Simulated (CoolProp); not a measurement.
Model: reference Helmholtz-energy equation of state, Lemmon 2006, in CoolProp. It is a short technical equation, of lower accuracy than the large ones.

### Question
For nitrous oxide, give the phase and the density (kg/m³), fugacity coefficient at 414.2 K and 4700 kPa.

### Answer
- 414.2 K and 4700 kPa: gas; density 65.6, fugacity coefficient 0.919
